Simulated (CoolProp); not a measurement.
A Linde-Hampson liquefier for carbon monoxide: isothermal reversible compression at 280 K from 1 atm to 15 MPa, throttling to 1 atm, return gas leaving the recuperator 2 K below the feed. Each further row changes one setting.

Model: reference Helmholtz-energy equation of state, Lemmon 2006, in CoolProp. It is a short technical equation, of lower accuracy than the large ones.

```
case                        liquid yield per pass  compression work (kJ/kg of gas)
--------------------------  ---------------------  -------------------------------
as stated                                   0.082                              412
high pressure 30 MPa                        0.119                              472
warm-end temperature 310 K                  0.059                              459
warm-end gap 7 K                            0.070                              412
```
